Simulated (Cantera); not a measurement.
An adiabatic, constant-pressure homogeneous reactor starts with CH₄ : C₂H₆ : C₃H₈ : O₂ : N₂ : H₂O = 1 : 0.29 : 0.057 : 2.06 : 19.4 : 0.98 (molar parts), at 1175 K and 9.87 atm. Integrator tolerance rtol = 1e-08.

Computed with Cantera and GRI-Mech 3.0 (53 species, 325 reactions).

**Question.** What does this change do: initial temperature 1175 to 1148 K?

**Answer.** 
| quantity | before | after |
|---|---|---|
| time of steepest temperature rise | 1.38 ms | 2.02 ms |
| temperature at 0.500 s | 1907 K | 1882 K |
| equilibrium temperature | 1907 K | 1882 K |
| x(CH₄) at 0.500 s | 4.98e-10 (gas-phase equilibrium 5.53e-10) | 6.07e-10 (gas-phase equilibrium 6.73e-10) |
| x(C₂H₆) at 0.500 s | <1e-12 (gas-phase equilibrium <1e-12) | <1e-12 (gas-phase equilibrium <1e-12) |
| x(C₃H₈) at 0.500 s | <1e-12 (gas-phase equilibrium <1e-12) | <1e-12 (gas-phase equilibrium <1e-12) |
| x(H₂O₂) at 0.500 s | 4.34e-11 (gas-phase equilibrium 4.34e-11) | 3.18e-11 (gas-phase equilibrium 3.18e-11) |
| x(O₂) at 0.500 s | 8.65e-9 (gas-phase equilibrium 8.65e-9) | 5.60e-9 (gas-phase equilibrium 5.60e-9) |
| x(C₂H) at 0.500 s | <1e-12 (gas-phase equilibrium <1e-12) | <1e-12 (gas-phase equilibrium <1e-12) |

**Question.** What does this change do: pressure from 9.87 atm to 5.43 atm?

**Answer.** 
| quantity | before | after |
|---|---|---|
| time of steepest temperature rise | 1.38 ms | 2.06 ms |
| temperature at 0.500 s | 1907 K | 1907 K |
| equilibrium temperature | 1907 K | 1907 K |
| x(CH₄) at 0.500 s | 4.98e-10 (gas-phase equilibrium 5.53e-10) | 1.49e-10 (gas-phase equilibrium 1.67e-10) |
| x(C₂H₆) at 0.500 s | <1e-12 (gas-phase equilibrium <1e-12) | <1e-12 (gas-phase equilibrium <1e-12) |
| x(C₃H₈) at 0.500 s | <1e-12 (gas-phase equilibrium <1e-12) | <1e-12 (gas-phase equilibrium <1e-12) |
| x(H₂O₂) at 0.500 s | 4.34e-11 (gas-phase equilibrium 4.34e-11) | 4.33e-11 (gas-phase equilibrium 4.33e-11) |
| x(O₂) at 0.500 s | 8.65e-9 (gas-phase equilibrium 8.65e-9) | 1.57e-8 (gas-phase equilibrium 1.57e-8) |
| x(C₂H) at 0.500 s | <1e-12 (gas-phase equilibrium <1e-12) | <1e-12 (gas-phase equilibrium <1e-12) |

**Question.** What does this change do: pressure from 9.87 atm to 1.58 atm?

**Answer.** 
```tsv
quantity	before	after
time of steepest temperature rise	1.38 ms	4.64 ms
temperature at 0.500 s	1907 K	1907 K
equilibrium temperature	1907 K	1907 K
x(CH₄) at 0.500 s	4.98e-10 (gas-phase equilibrium 5.53e-10)	1.28e-11 (gas-phase equilibrium 1.42e-11)
x(C₂H₆) at 0.500 s	<1e-12 (gas-phase equilibrium <1e-12)	<1e-12 (gas-phase equilibrium <1e-12)
x(C₃H₈) at 0.500 s	<1e-12 (gas-phase equilibrium <1e-12)	<1e-12 (gas-phase equilibrium <1e-12)
x(H₂O₂) at 0.500 s	4.34e-11 (gas-phase equilibrium 4.34e-11)	4.30e-11 (gas-phase equilibrium 4.31e-11)
x(O₂) at 0.500 s	8.65e-9 (gas-phase equilibrium 8.65e-9)	5.34e-8 (gas-phase equilibrium 5.35e-8)
x(C₂H) at 0.500 s	<1e-12 (gas-phase equilibrium <1e-12)	<1e-12 (gas-phase equilibrium <1e-12)
```
